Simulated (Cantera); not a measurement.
Feed: 1 mol Al₂O₃, 9.1 mol O₂, held at 2200 K and 3.60 bar.

Method: chemical equilibrium by Gibbs-energy minimisation in Cantera with the NASA 1993 tables (ideal gas, pure condensed phases). Candidate condensed phases: Al, Al₂O₃; 9 gas species. The numbers say what is thermodynamically allowed, not how fast it happens.

**Question.** What is the equilibrium state?

**Answer.** 
| Property | Result |
|---|---|
| x(O₂) | 0.999 |
| x(O) | 0.00142 |
| n(Al₂O₃(s)) | 1.00 mol |
| gas amount | 9.106 mol |
| log10 activity of Al(l) (absent) | -11.92 |
